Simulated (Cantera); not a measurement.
Reactions in the system Cl-Fe-H

Source: NASA polynomial tables (part measured, part estimated), evaluated in Cantera. Values are per mole of reaction as written; species without (g) are pure solids or liquids, kept so even where they would boil at 1 bar.

Fe + 2 HCl(g) ⇌ FeCl2 + 2 H(g)

| T (K) | ΔH° (kJ) | ΔS° (J/K) | ΔG° (kJ) | log10 K |
|---|---|---|---|---|
| 1375 | 356.1 | 41.0 | 299.8 | -11.39 |
| 1400 | 357.1 | 41.7 | 298.7 | -11.15 |
| 1425 | 358.2 | 42.4 | 297.7 | -10.91 |
| 1450 | 359.2 | 43.1 | 296.6 | -10.68 |
| 1475 | 360.2 | 43.8 | 295.5 | -10.47 |
| 1500 | 361.2 | 44.5 | 294.4 | -10.25 |
| 1525 | 362.1 | 45.1 | 293.3 | -10.05 |
| 1550 | 363.1 | 45.8 | 292.2 | -9.85 |
| 1575 | 364.0 | 46.4 | 291.0 | -9.65 |
| 1600 | 365.0 | 47.0 | 289.8 | -9.46 |
